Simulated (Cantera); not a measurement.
Input: 1 mol MgF2, a varied amount of O2, 22 mol N2, at 33.0 Torr.

Equilibrium computed with Cantera from the NASA thermochemical tables; the gas is ideal and each condensed phase is pure. Candidate condensed phases: Mg, MgF2, MgO; 24 gas species. Mutual solubility and eutectic melting of coexisting phases are not modelled. The numbers say what is thermodynamically allowed, not how fast it happens.

### Question
What condenses at these points (T in K, n(O2) in mol): (1698, 0.2); (1798, 0.2); (1898, 0.2); (1498, 1.4); (1598, 0.65); (1498, 0.97)?

### Answer
| T (K) | n(O2) in mol | condensed phases | Mg condensed (%) |
|---|---|---|---|
| 1698 | 0.2 | MgF2 + MgO | 42.7 |
| 1798 | 0.2 | MgO | 0.0 |
| 1898 | 0.2 | gas only | 0.0 |
| 1498 | 1.4 | MgF2 | 97.2 |
| 1598 | 0.65 | MgF2 | 85.3 |
| 1498 | 0.97 | MgF2 | 97.2 |
